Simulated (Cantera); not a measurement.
A closed system holds: 1 mol Cu₂O, 260 mol H₂, 0.19 mol H₂O, held at 1500 K and 0.00133 bar.

These are equilibrium values from Cantera (NASA tables, ideal gas, pure condensed phases), not measurements of a reactor. Candidate condensed phases: Cu, CuO, Cu(OH)₂, Cu₂O, H₂O; 12 gas species. The numbers say what is thermodynamically allowed, not how fast it happens.

Base state: H₂ 0.989, Cu 0.00617, H₂O 0.00454, H 0.000479 (mole fractions); condensed: Cu(l).

Task: What changes in the equilibrium state with this change: Cu₂O replaced by ZrO₂?

Result: 
| species | before | after |
|---|---|---|
| H₂ | 0.989 | 0.999 |
| H₂O | 0.00454 | 0.000730 |
| H | 0.000479 | 0.000482 |
| Cu | 0.00617 | 0 |
| Cu(l), mol | 0.383 | 0 |
| ZrO₂(tetragonal), mol | 0 | 1.00 |
Further candidate phases: Zr, ZrO₂.

Task: What changes in the equilibrium state with this change: H₂ from 260 to 0.58 mol?

Result: 
```json
[
 {"species": "H₂O", "before": "0.00454", "after": "0.918"},
 {"species": "O₂", "before": "<1e-9", "after": "0.0748"},
 {"species": "Cu", "before": "0.00617", "after": "0.00617"},
 {"species": "H₂", "before": "0.989", "after": "0.000174"},
 {"species": "O", "before": "<1e-9", "after": "3.04e-5"},
 {"species": "OH", "before": "6.29e-8", "after": "0.000958"},
 {"species": "CuO", "before": "<1e-9", "after": "1.24e-5"},
 {"species": "Cu(l), mol", "before": "0.383", "after": "1.41"},
 {"species": "Cu₂O(s), mol", "before": "0", "after": "0.294"}
]
```
Mutual solubility and eutectic melting of coexisting phases are not modelled.
